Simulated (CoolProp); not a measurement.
Model: reference Helmholtz-energy equation of state, Akasaka 2015, in CoolProp.

### Question
Give the vapour pressure (MPa), enthalpy of vaporisation (kJ/kg), liquid viscosity (µPa s) of saturated R245fa at -66.05, -25.25, -15.05 °C.

### Answer
```csv
T (°C),p (MPa),enthalpy of vaporisation (kJ/kg),liquid viscosity (µPa s)
-66.05,0.000781,237,1550
-25.25,0.0146,217,755
-15.05,0.0256,212,654
```

Viscosity comes from a separate model (Bell 2016), an estimate that may be off by 10 % or more.
